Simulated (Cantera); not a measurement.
Feed: 1 mol NH₃, a varied amount of H₂O, equilibrated at 2198.15 K and 0.0290 bar.

Cantera equilibrium calculation (NASA polynomials, part measured and part estimated; ideal gas, pure solids and liquids). Candidate condensed phases: H₂O; 24 gas species. Kinetics and transport are ignored.

x: gas mole fraction; nothing condenses.

```json
[
 {"n(H₂O) (mol)": "0.079", "x H₂": "0.698", "x H₂O": "0.0373", "x N₂": "0.237", "x H": "0.0273", "x OH": "___", "x O": "5.55e-6", "x NO": "5.32e-6"},
 {"n(H₂O) (mol)": "0.11", "x H₂": "0.688", "x H₂O": "0.0511", "x N₂": "0.234", "x H": "0.0271", "x OH": "___", "x O": "7.73e-6", "x NO": "7.36e-6"},
 {"n(H₂O) (mol)": "0.16", "x H₂": "0.672", "x H₂O": "0.0726", "x N₂": "0.228", "x H": "0.0268", "x OH": "___", "x O": "1.12e-5", "x NO": "1.06e-5"},
 {"n(H₂O) (mol)": "0.23", "x H₂": "0.651", "x H₂O": "0.101", "x N₂": "0.221", "x H": "0.0264", "x OH": "___", "x O": "1.62e-5", "x NO": "1.50e-5"},
 {"n(H₂O) (mol)": "0.32", "x H₂": "0.625", "x H₂O": "0.135", "x N₂": "0.213", "x H": "0.0259", "x OH": "___", "x O": "2.25e-5", "x NO": "2.04e-5"},
 {"n(H₂O) (mol)": "0.46", "x H₂": "0.590", "x H₂O": "0.183", "x N₂": "0.201", "x H": "0.0251", "x OH": "___", "x O": "3.23e-5", "x NO": "2.85e-5"},
 {"n(H₂O) (mol)": "0.65", "x H₂": "0.547", "x H₂O": "0.241", "x N₂": "0.186", "x H": "0.0242", "x OH": "___", "x O": "4.57e-5", "x NO": "3.88e-5"},
 {"n(H₂O) (mol)": "0.92", "x H₂": "0.497", "x H₂O": "0.309", "x N₂": "0.169", "x H": "0.0231", "x OH": "___", "x O": "6.46e-5", "x NO": "5.23e-5"},
 {"n(H₂O) (mol)": "1.3", "x H₂": "0.440", "x H₂O": "0.386", "x N₂": "0.150", "x H": "0.0217", "x OH": "___", "x O": "9.13e-5", "x NO": "6.95e-5"}
]
```

Problem. Fill in the missing entries.

Solution. 
- 0.079, x OH: 0.000203
- 0.11, x OH: 0.000281
- 0.16, x OH: 0.000404
- 0.23, x OH: 0.000571
- 0.32, x OH: 0.000779
- 0.46, x OH: 0.00109
- 0.65, x OH: 0.00148
- 0.92, x OH: 0.00200
- 1.3, x OH: 0.00265
